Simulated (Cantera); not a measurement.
Feed: 1 mol Si3N4, 0.11 mol H2O, equilibrated at 1523 K and 7.50 Torr.

Method: chemical equilibrium by Gibbs-energy minimisation in Cantera with the NASA 1993 tables (ideal gas, pure condensed phases). Candidate condensed phases: H2O, Si, SiO2, Si2N2O, Si3N4; 35 gas species. Mutual solubility and eutectic melting of coexisting phases are not modelled. The numbers say what is thermodynamically allowed, not how fast it happens.

Base state: H2 0.750, N2 0.250, H 0.000200, SiO 4.64e-5 (mole fractions); condensed: Si2N2O(s) + Si3N4(s).

Problem. What changes in the equilibrium state with this change: H2O from 0.11 to 1.6 mol?

Solution. 
```json
[
 {"species": "H2", "before": "0.750", "after": "0.747"},
 {"species": "N2", "before": "0.250", "after": "0.250"},
 {"species": "SiO", "before": "4.64e-5", "after": "0.00301"},
 {"species": "H2O", "before": "1.96e-8", "after": "8.19e-5"},
 {"species": "H", "before": "0.000200", "after": "0.000200"},
 {"species": "Si2N2O(s), mol", "before": "0.110", "after": "1.46"},
 {"species": "Si3N4(s), mol", "before": "0.927", "after": "0"},
 {"species": "SiO2(β-quartz), mol", "before": "0", "after": "0.0644"}
]
```
The tables hold silica as quartz up to 1696 K and as liquid above; real silica turns to tridymite and cristobalite and melts near 1996 K.
